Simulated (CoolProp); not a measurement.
Vapour-liquid equilibrium of fluoroethane (R161) (1) + R227EA (2) at 1.1 bar; x and y are mole fractions of (1).

Values from CoolProp's multi-fluid Helmholtz-energy mixture model, Wu 2012 and Lemmon 2016; pair parameters Bell 2016.

```tsv
x	bubble temperature, mixture model (K)	bubble temperature, Raoult's law (K)	y, mixture model	y, Raoult's law
0.05	258.5	257.1	0.060	0.113
0.2	256.7	252.8	0.292	0.382
0.35	253.2	249.1	0.537	0.577
0.5	248.9	245.8	0.729	0.721
0.65	244.8	243.0	0.856	0.830
0.8	241.2	240.4	0.935	0.914
0.95	238.3	238.1	0.987	0.981
```

The largest gap from Raoult's law is +4.1 K in bubble temperature, at x = 0.35. No azeotrope shows between x = 0.05 and 0.95.

Pair parameters are fitted to limited data, so mixtures are less certain than the pure fluids.
